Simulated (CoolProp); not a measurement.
Vapour-liquid equilibrium of carbon dioxide (1) + R124 (2) at -26.95 °C; x and y are mole fractions of (1).

Model: multi-fluid Helmholtz-energy mixture model, Span 1996 and de Vries 1995; pair parameters Bell 2016, in CoolProp.

```csv
x,bubble pressure (kPa),y at the bubble point,dew pressure at overall composition x (kPa),liquid density (mol/L)
0.05,127.1,0.602,54.38,11.46
0.125,233.0,0.792,59.00,12.01
0.2,333.6,0.861,64.46,12.61
0.275,431.8,0.899,71.01,13.26
0.35,530.3,0.923,79.03,13.97
0.425,631.0,0.940,89.07,14.74
0.5,735.4,0.953,102.0,15.59
0.575,845.0,0.964,119.3,16.52
0.65,960.5,0.973,143.7,17.55
0.725,1083,0.980,180.3,18.69
0.8,1211,0.987,241.8,19.96
0.875,1346,0.992,364.3,21.38
0.95,1486,0.997,708.5,22.98
```

No azeotrope shows between x = 0.05 and 0.95.

The pair parameters rest on a limited set of measurements; away from them the model extrapolates.
